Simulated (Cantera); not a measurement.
Input: 1 mol SiH4, 3.4 mol NO, 0.23 mol H2, equilibrated at 0.250 bar.

These are equilibrium values from Cantera (NASA tables, ideal gas, pure condensed phases), not measurements of a reactor. Candidate condensed phases: H2O, Si, SiO2, Si2N2O, Si3N4; 35 gas species. The tables hold silica as quartz up to 1696 K and as liquid above; real silica turns to tridymite and cristobalite and melts near 1996 K. Gases not in the tables: Si(OH)4. Kinetics and transport are ignored. All values below are at 1500 K.

Base state: N2 0.433, H2O 0.356, H2 0.211, H 1.62e-5 (mole fractions); condensed: SiO2(β-quartz).

Question: What changes in the equilibrium state with this change: SiH4 replaced by TEOS?

Answer: 
```
species               before     after
-------------------  -------  --------
H2                     0.211     0.558
CO                         0     0.376
N2                     0.433    0.0654
H2O                    0.356   9.01e-5
SiO                  4.06e-9   3.19e-5
HCN                        0  0.000202
CH4                        0  0.000200
CO2                        0   2.35e-5
H                    1.62e-5   2.63e-5
SiO2(β-quartz), mol     1.00         0
C(graphite), mol           0      1.09
Si2N2O(s), mol             0     0.500
```
The feed counts by its element totals alone. Further candidate phases: C, C6H6, C7H8, C8H18, SiC.
